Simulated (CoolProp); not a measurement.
Properties of cyclohexane along the isobar 101 kPa.

Values from CoolProp's reference Helmholtz-energy equation of state, Zhou 2014.

| T (K) | phase | cp (kJ/(kg K)) | cv (kJ/(kg K)) | expansivity (1/kK) | viscosity (µPa s) | fugacity coefficient |
|---|---|---|---|---|---|---|
| 460.7 | gas | 2.094 | 1.988 | 2.281 | 10.4 | 0.9850 |
| 468.7 | gas | 2.131 | ? | 2.236 | 10.5 | 0.9858 |
| 476.8 | gas | ? | 2.063 | 2.192 | 10.7 | 0.9865 |
| 484.9 | gas | 2.204 | 2.100 | 2.150 | 10.9 | 0.9873 |
| 492.9 | gas | 2.240 | 2.136 | 2.110 | 11.0 | 0.9879 |
| 501 | gas | 2.276 | 2.172 | 2.072 | 11.2 | 0.9885 |
| 509 | gas | 2.311 | 2.207 | 2.035 | 11.4 | 0.9891 |
| 517.1 | gas | 2.346 | 2.243 | 2.000 | 11.5 | 0.9896 |
| 525.2 | gas | 2.381 | 2.277 | 1.966 | 11.7 | 0.9901 |
| 533.2 | gas | 2.415 | 2.312 | 1.933 | 11.9 | 0.9906 |
| 541.3 | gas | 2.448 | 2.346 | 1.901 | 12.0 | 0.9910 |
| 549.4 | gas | ? | 2.379 | 1.871 | 12.2 | 0.9914 |
| 557.4 | gas | ? | 2.412 | 1.842 | ? | 0.9918 |
| 565.5 | gas | 2.547 | 2.445 | 1.813 | 12.5 | 0.9922 |

Q: Fill in the missing entries.

A: 
- 468.7, cv (kJ/(kg K)): 2.025
- 476.8, cp (kJ/(kg K)): 2.168
- 549.4, cp (kJ/(kg K)): 2.482
- 557.4, cp (kJ/(kg K)): 2.515
- 557.4, viscosity (µPa s): 12.4

Viscosity comes from a separate model (Tariq 2014).
